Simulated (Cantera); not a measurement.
Input: 1 mol Cu, 13 mol NH3, 5.2 mol N2, 1.3 mol CO, at 14.3 Torr.

Cantera equilibrium calculation (NASA polynomials, part measured and part estimated; ideal gas, pure solids and liquids). Candidate condensed phases: C, C6H6, C7H8, C8H18, Cu, CuO, Cu(OH)2, Cu2O, H2O; 139 gas species. Kinetics and transport are ignored.

Problem. At 777 °C, list the 5 most abundant gas species with their mole fractions, and the condensed phases.

Solution. H2 0.600, N2 0.360, CO 0.0398, CH4 0.000185, H2O 0.000174. Condensed: Cu(s).
